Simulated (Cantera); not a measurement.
Charge: 1 mol SiH2Cl2, 1.1 mol H2, held at 1998.15 K and 1.35 Torr.

Method: chemical equilibrium by Gibbs-energy minimisation in Cantera with the NASA 1993 tables (ideal gas, pure condensed phases). Candidate condensed phases: Si; 19 gas species. The tables' values for SiCl, SiCl3 are old estimates; treat these amounts as uncertain. Gases not in the tables: Si2H6 and higher silanes. Kinetics and transport are ignored.

**Question.** What is the equilibrium state?

**Answer.** 
```
Property        Value
----------  ---------
x(H2)           0.529
x(HCl)          0.207
x(SiCl2)        0.195
x(H)           0.0275
x(Si)          0.0237
x(SiCl)       0.00858
x(Cl)         0.00804
x(SiCl3)     0.000545
x(SiH)       0.000497
n(Si(l))    0.256 mol
gas amount  3.249 mol
```
